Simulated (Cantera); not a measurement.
Equilibrium for silicon nitride deposition: SiCl4 + NH3 + H2

Charge: 1 mol SiCl4, 23 mol NH3, 22 mol H2, at 1.00 Torr.

Equilibrium computed with Cantera from the NASA thermochemical tables; the gas is ideal and each condensed phase is pure. Candidate condensed phases: NH4Cl, Si, Si3N4; 28 gas species. The tables' values for SiCl, SiN, SiCl3 are old estimates; treat these amounts as uncertain. Gases not in the tables: Si2H6 and higher silanes. Rates play no part.

```csv
T (°C),x H2,x N2,x HCl,x H,x Si,x SiCl2,x Cl,x SiCl,n Si3N4(s),n Si(s),n Si(l)
602,0.786,0.156,0.0577,1.22e-9,<1e-12,1.37e-9,8.84e-11,<1e-12,0.333,0,0
752,0.786,0.156,0.0577,1.06e-7,<1e-12,2.87e-7,7.15e-9,<1e-12,0.333,0,0
902,0.786,0.156,0.0577,2.98e-6,<1e-12,1.51e-5,1.91e-7,3.71e-11,0.333,0,0
1052,0.786,0.156,0.0570,3.97e-5,1.94e-9,0.000311,2.41e-6,1.80e-8,0.326,0,0
1202,0.787,0.158,0.0518,0.000315,1.14e-6,0.00285,1.68e-5,2.21e-6,0.267,0,0
1352,0.785,0.164,0.0415,0.00171,0.000122,0.00769,7.13e-5,5.71e-5,0,0.446,0
1502,0.778,0.163,0.0418,0.00699,0.00165,0.00720,0.000289,0.000287,0,0,0.345
1652,0.756,0.161,0.0452,0.0228,0.00832,0.00452,0.00102,0.000683,0,0,0
```
x: gas mole fraction; n: condensed amount in mol.

From 602 °C to 1202 °C the condensed part is Si3N4(s). At 1352 °C the condensed part is Si(s). At 1502 °C the condensed part is Si(l). At 1652 °C nothing is condensed. The main Si-bearing gas is SiCl4 at 602 °C and Si at 1652 °C.
